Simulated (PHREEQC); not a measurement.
**Buffer (model solution)**

Dissolve 28 mmol/kgw NaHCO3, 17 mmol/kgw Na2SO4 and 7.4 mmol/kgw KCl at 20 °C. Closed to the air; pH follows from the charge balance.

Computed with PHREEQC (ion-association model, wateq4f.dat).

This is a speciation only: nothing precipitates in the calculation.

### Question
What pH, ionic strength does the model give?

### Answer
pH 8.12; ionic strength 0.0820 mol/kgw.

### Question
In which forms is C present?

### Answer
HCO3- 95 %, NaHCO3 2.0 %, CO2 1.4 %, CO3-2 1.0 % of the C.
